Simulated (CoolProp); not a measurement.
Dimethyl carbonate along the isobar 0.699 MPa: density (kg/m³) from the reference equation and from simpler models built on Tc = 557.0 K, pc = 4.909 MPa, ω = 0.346; each cubic takes its own stable root.

The numbers come from the reference Helmholtz-energy equation of state, Zhou 2011 in CoolProp.

```json
[
 {"T (K)": "298.4", "phase": "liquid", "reference": "1064"},
 {"T (K)": "307.9", "phase": "liquid", "reference": "1051"},
 {"T (K)": "317.4", "phase": "liquid", "reference": "1038"},
 {"T (K)": "326.9", "phase": "liquid", "reference": "1025"},
 {"T (K)": "336.4", "phase": "liquid", "reference": "1012"},
 {"T (K)": "345.9", "phase": "liquid", "reference": "999.4"},
 {"T (K)": "355.4", "phase": "liquid", "reference": "986.1"},
 {"T (K)": "364.9", "phase": "liquid", "reference": "972.6"},
 {"T (K)": "374.4", "phase": "liquid", "reference": "958.8"},
 {"T (K)": "383.9", "phase": "liquid", "reference": "944.9"},
 {"T (K)": "393.4", "phase": "liquid", "reference": "930.6"},
 {"T (K)": "402.9", "phase": "liquid", "reference": "916.0"}
]
```

Task: How far does each simpler model (van der Waals, Redlich-Kwong, Soave-Redlich-Kwong) lie from the reference over these 12 states: mean and median of the absolute difference, and the worst?

Result: 
- van der Waals: mean 60.6 %, median 42.1 %, worst -97.7 % at 402.9 K and 0.699 MPa
- Redlich-Kwong: mean 14.9 %, median 14.7 %, worst -15.9 % at 402.9 K and 0.699 MPa
- Soave-Redlich-Kwong: mean 10.9 %, median 10.8 %, worst -11.5 % at 298.4 K and 0.699 MPa

At some of these states van der Waals gives the other phase, because its saturation line lies elsewhere.
